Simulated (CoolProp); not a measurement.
Vapour-liquid equilibrium of C2F6 (R116) (1) + propylene (2) at -10.55 °C; x and y are mole fractions of (1).

Values from CoolProp's multi-fluid Helmholtz-energy mixture model, Lemmon 2006 and Lemmon 2013; pair parameters Bell 2016.

```tsv
x	bubble pressure, mixture model (kPa)	bubble pressure, Raoult's law (kPa)	y, mixture model	y, Raoult's law
0.05	672.9	468.6	0.368	0.147
0.2	1072	612.8	0.610	0.451
0.35	1213	757.0	0.668	0.639
0.5	1287	901.1	0.704	0.767
0.65	1350	1045	0.750	0.859
0.8	1398	1189	0.824	0.929
0.95	1399	1334	0.944	0.984
```

The largest gap from Raoult's law is +74.9 % in bubble pressure, at x = 0.2. y crosses x between x = 0.8 and 0.95: the model has an azeotrope there.

The pair parameters rest on a limited set of measurements; away from them the model extrapolates. With so large a gap from Raoult's law the liquid may split in two, which this calculation doesn't test in full.
